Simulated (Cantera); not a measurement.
Charge: 1 mol Fe₃O₄, 6.2 mol C, 0.46 mol CO, held at 0.220 bar.

These are equilibrium values from Cantera (NASA tables, ideal gas, pure condensed phases), not measurements of a reactor. Candidate condensed phases: C, Fe, Fe(CO)₅, FeO, Fe₂O₃, Fe₃O₄; 15 gas species. Condensed phases not in the tables: cementite and carbon dissolved in iron. Equilibrium is a limit: real reactors are often held back by kinetics, nucleation or transport. All values below are at 1198 K.

Base state: CO 0.996, CO₂ 0.00424 (mole fractions); condensed: C(graphite) + Fe(γ).

### Question
What changes in the equilibrium state with this change: Fe₃O₄ replaced by MgO?

### Answer
```csv
species,before,after
CO,0.996,0.996
CO₂,0.00424,0.00424
"C(graphite), mol",2.22,6.20
"Fe(γ), mol",3.00,0
"MgO(s), mol",0,1.00
```
Further candidate phases: Mg, MgCO₃, MgO.
